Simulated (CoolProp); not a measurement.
Vapour-liquid equilibrium of isohexane (1) + n-heptane (2) at 4.21 kPa; x and y are mole fractions of (1).

Values from CoolProp's multi-fluid Helmholtz-energy mixture model, Lemmon 2006 and Span 2003; pair parameters Bell 2016.

```tsv
x	bubble temperature (°C)	y at the bubble point	dew temperature at overall composition x (°C)	liquid density (mol/L)
0.05	14.2	0.214	17.0	6.907
0.2	6.1	0.580	14.5	7.084
0.35	0.4	0.757	11.6	7.249
0.5	-4.1	0.858	8.2	7.407
0.65	-7.6	0.921	4.1	7.564
0.8	-10.6	0.963	-1.4	7.720
0.95	-13.2	0.992	-9.6	7.877
```

No azeotrope shows between x = 0.05 and 0.95.

Pair parameters are fitted to limited data, so mixtures are less certain than the pure fluids.
